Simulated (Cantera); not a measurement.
Charge: 1 mol CCl4, equilibrated at 0.100 bar.

Equilibrium computed with Cantera from the NASA thermochemical tables; the gas is ideal and each condensed phase is pure. Candidate condensed phases: C; 14 gas species. The numbers say what is thermodynamically allowed, not how fast it happens.

Problem. What share of the C ends up in condensed phases as a function of T (°C), at 1952, 2052, 2152, 2252, 2352, 2452, 2552, 2652, 2752, 2852?

Solution. 
```json
[
 {"T (°C)": "1952", "C condensed (%)": "99.9", "as": "C(graphite)"},
 {"T (°C)": "2052", "C condensed (%)": "99.9", "as": "C(graphite)"},
 {"T (°C)": "2152", "C condensed (%)": "99.9", "as": "C(graphite)"},
 {"T (°C)": "2252", "C condensed (%)": "99.9", "as": "C(graphite)"},
 {"T (°C)": "2352", "C condensed (%)": "99.9", "as": "C(graphite)"},
 {"T (°C)": "2452", "C condensed (%)": "99.8", "as": "C(graphite)"},
 {"T (°C)": "2552", "C condensed (%)": "99.4", "as": "C(graphite)"},
 {"T (°C)": "2652", "C condensed (%)": "98.0", "as": "C(graphite)"},
 {"T (°C)": "2752", "C condensed (%)": "94.3", "as": "C(graphite)"},
 {"T (°C)": "2852", "C condensed (%)": "84.0", "as": "C(graphite)"}
]
```
